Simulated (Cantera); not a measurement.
Charge: 1 mol Si2H6, 24 mol N2, at 1200 K and 1 atm.

These are equilibrium values from Cantera (NASA tables, ideal gas, pure condensed phases), not measurements of a reactor. Candidate condensed phases: Si, Si3N4; 18 gas species. The feed counts by its element totals alone. N2 is the only nitrogen source here; it is nearly inert below about 1500 K, so the nitride shown seldom forms there in practice. Kinetics and transport are ignored.

Base state: N2 0.883, H2 0.117 (mole fractions); condensed: Si3N4(s).

Problem. What changes in the equilibrium state with this change: 0.098 mol Cl2 added?

Solution. 
```tsv
species	before	after
N2	0.883	0.880
H2	0.117	0.113
HCl	0	0.00761
Si3N4(s), mol	0.667	0.667
```
Further candidate phases: NH4Cl.
